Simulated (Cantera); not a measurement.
**Equilibrium for silicon oxide and oxynitride deposition: Si2H6 + O2 + H2 + N2O**

Input: 1 mol Si2H6, 2.3 mol O2, 4.1 mol H2, a varied amount of N2O, held at 698 K and 18.0 mbar.

Cantera equilibrium calculation (NASA polynomials, part measured and part estimated; ideal gas, pure solids and liquids). Candidate condensed phases: H2O, Si, SiO2, Si2N2O, Si3N4; 35 gas species. The feed counts by its element totals alone. Rates play no part.

From 0.13 mol N2O to 36 mol N2O the condensed part is SiO2(α-quartz).

```
n(N2O) (mol)    x H2    x N2  x H2O    x O2    x NH3     x NO    x NO2  n SiO2(α-quartz)
------------  ------  ------  -----  ------  -------  -------  -------  ----------------
0.13           0.881  0.0180  0.101  <1e-12  1.92e-5   <1e-12   <1e-12              2.00
0.22           0.858  0.0300  0.112  <1e-12  2.38e-5   <1e-12   <1e-12              2.00
0.36           0.823  0.0482  0.129  <1e-12  2.84e-5   <1e-12   <1e-12              2.00
0.6            0.766  0.0779  0.156  <1e-12  3.24e-5   <1e-12   <1e-12              2.00
1              0.679   0.123  0.198  <1e-12  3.40e-5   <1e-12   <1e-12              2.00
1.7            0.545   0.193  0.261  <1e-12  3.06e-5   <1e-12   <1e-12              2.00
2.8            0.374   0.283  0.343  <1e-12  2.10e-5   <1e-12   <1e-12              2.00
4.7            0.153   0.398  0.449  <1e-12  6.51e-6   <1e-12   <1e-12              2.00
7.8           <1e-12   0.502  0.457  0.0418   <1e-12  9.58e-8  6.37e-9              2.00
13            <1e-12   0.557  0.304   0.139   <1e-12  1.84e-7  2.24e-8              2.00
22            <1e-12   0.597  0.193   0.210   <1e-12  2.34e-7  3.50e-8              2.00
36            <1e-12   0.622  0.123   0.255   <1e-12  2.64e-7  4.33e-8              2.00
```
x: gas mole fraction; n: condensed amount in mol.
